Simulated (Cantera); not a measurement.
Input: 1 mol Cu, 0.47 mol F₂, 9.5 mol H₂, equilibrated at 0.0100 bar.

Method: chemical equilibrium by Gibbs-energy minimisation in Cantera with the NASA 1993 tables (ideal gas, pure condensed phases). Candidate condensed phases: Cu, CuF₂; 15 gas species. The numbers say what is thermodynamically allowed, not how fast it happens.

log p: log10 of the partial pressure in bar; n: condensed amount in mol.

```json
[
 {"T (K)": "573", "log p H₂": "-2.04", "log p HF": "-3.03", "log p Cu": "<-14", "log p H": "<-14", "n Cu(s)": "1.00", "n Cu(l)": "0"},
 {"T (K)": "648", "log p H₂": "-2.04", "log p HF": "-3.03", "log p Cu": "<-14", "log p H": "<-14", "n Cu(s)": "1.00", "n Cu(l)": "0"},
 {"T (K)": "723", "log p H₂": "-2.04", "log p HF": "-3.03", "log p Cu": "<-14", "log p H": "<-14", "n Cu(s)": "1.00", "n Cu(l)": "0"},
 {"T (K)": "798", "log p H₂": "-2.04", "log p HF": "-3.03", "log p Cu": "<-14", "log p H": "-12.60", "n Cu(s)": "1.00", "n Cu(l)": "0"},
 {"T (K)": "873", "log p H₂": "-2.04", "log p HF": "-3.03", "log p Cu": "[?]", "log p H": "-11.35", "n Cu(s)": "1.00", "n Cu(l)": "0"},
 {"T (K)": "948", "log p H₂": "-2.04", "log p HF": "-3.03", "log p Cu": "[?]", "log p H": "-10.30", "n Cu(s)": "1.00", "n Cu(l)": "0"},
 {"T (K)": "1023", "log p H₂": "-2.04", "log p HF": "-3.03", "log p Cu": "[?]", "log p H": "-9.40", "n Cu(s)": "1.00", "n Cu(l)": "0"},
 {"T (K)": "1098", "log p H₂": "-2.04", "log p HF": "-3.03", "log p Cu": "[?]", "log p H": "-8.63", "n Cu(s)": "1.000", "n Cu(l)": "0"},
 {"T (K)": "1173", "log p H₂": "-2.04", "log p HF": "-3.03", "log p Cu": "[?]", "log p H": "-7.95", "n Cu(s)": "1.000", "n Cu(l)": "0"},
 {"T (K)": "1248", "log p H₂": "-2.04", "log p HF": "-3.03", "log p Cu": "[?]", "log p H": "-7.35", "n Cu(s)": "1.000", "n Cu(l)": "0"},
 {"T (K)": "1323", "log p H₂": "-2.04", "log p HF": "-3.03", "log p Cu": "[?]", "log p H": "-6.82", "n Cu(s)": "1.000", "n Cu(l)": "0"},
 {"T (K)": "1398", "log p H₂": "-2.04", "log p HF": "-3.03", "log p Cu": "[?]", "log p H": "-6.35", "n Cu(s)": "0", "n Cu(l)": "0.999"},
 {"T (K)": "1473", "log p H₂": "-2.04", "log p HF": "-3.03", "log p Cu": "[?]", "log p H": "-5.92", "n Cu(s)": "0", "n Cu(l)": "0.995"},
 {"T (K)": "1548", "log p H₂": "-2.04", "log p HF": "-3.03", "log p Cu": "[?]", "log p H": "-5.53", "n Cu(s)": "0", "n Cu(l)": "0.982"}
]
```

Q: Complete the blanks.

A: 
- 873, log p Cu: -13.34
- 948, log p Cu: -11.76
- 1023, log p Cu: -10.42
- 1098, log p Cu: -9.25
- 1173, log p Cu: -8.24
- 1248, log p Cu: -7.36
- 1323, log p Cu: -6.57
- 1398, log p Cu: -5.89
- 1473, log p Cu: -5.29
- 1548, log p Cu: -4.75
